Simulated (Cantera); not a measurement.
**Equilibrium for silicates and aluminates: SiO₂ + Al₂O₃ + N₂**

Charge: 1 mol SiO₂, 0.17 mol Al₂O₃, 0.53 mol N₂, held at 1 atm.

Method: chemical equilibrium by Gibbs-energy minimisation in Cantera with the NASA 1993 tables (ideal gas, pure condensed phases). Candidate condensed phases: Al, AlN, Al₂O₃, Al₂SiO₅, Al₆Si₂O₁₃, Si, SiO₂, Si₂N₂O, Si₃N₄; 23 gas species. Mutual solubility and eutectic melting of coexisting phases are not modelled. The tables hold silica as quartz up to 1696 K and as liquid above; real silica turns to tridymite and cristobalite and melts near 1996 K. Condensed phases not in the tables: alloys, solid solutions and most ternary compounds. The numbers say what is thermodynamically allowed, not how fast it happens.

```csv
T (°C),log p N₂,log p SiO,log p NO,log p O₂,log p O,n Al₂SiO₅(andalusite),n SiO₂(β-quartz),n Al₆Si₂O₁₃(mullite),n SiO₂(condensed)
777,0.01,<-11,<-11,<-11,<-11,0.170,0.830,0,0
927,0.01,<-11,<-11,<-11,<-11,0.170,0.830,0,0
1077,0.01,-10.21,-10.21,<-11,<-11,0,0.887,0.0567,0
1227,0.01,-8.50,-8.50,-11.97,-11.38,0,0.887,0.0567,0
1377,0.01,-7.11,-7.11,-9.76,-9.47,0,0.887,0.0567,0
1527,0.01,-5.95,-5.96,-7.95,-7.89,0,0,0.0567,0.887
1677,0.01,-4.97,-5.01,-6.46,-6.57,0,0,0.0567,0.887
```
log p: log10 of the partial pressure in bar; n: condensed amount in mol.

From 777 °C to 927 °C the condensed part is Al₂SiO₅(andalusite) + SiO₂(β-quartz). From 1077 °C to 1377 °C the condensed part is Al₆Si₂O₁₃(mullite) + SiO₂(β-quartz). From 1527 °C to 1677 °C the condensed part is Al₆Si₂O₁₃(mullite) + SiO₂(condensed).
